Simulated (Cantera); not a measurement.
Input: 1 mol SF6, 0.05 mol O2, 20 mol N2, at 3248.15 K and 300 Torr.

Cantera equilibrium calculation (NASA polynomials, part measured and part estimated; ideal gas, pure solids and liquids). Kinetics and transport are ignored.

```
species   before     after
-------  -------  --------
N2         0.742     0.739
F          0.221     0.221
S         0.0306    0.0345
S2       0.00153  0.000487
SF2      2.08e-5   1.48e-6
SO2      2.50e-5   5.92e-6
SF       0.00133  0.000377
N        8.32e-5  0.000166
SO       0.00198   0.00102
O        0.00124   0.00226
```
Gas species are given as mole fractions.

Task: Which change was made?
A. N2 from 20 to 7.7 mol
B. pressure from 300 Torr to 1.00 Torr
C. pressure from 300 Torr to 75.0 Torr
D. temperature from 3248.15 K to 2575 K

Result: C, pressure from 300 Torr to 75.0 Torr
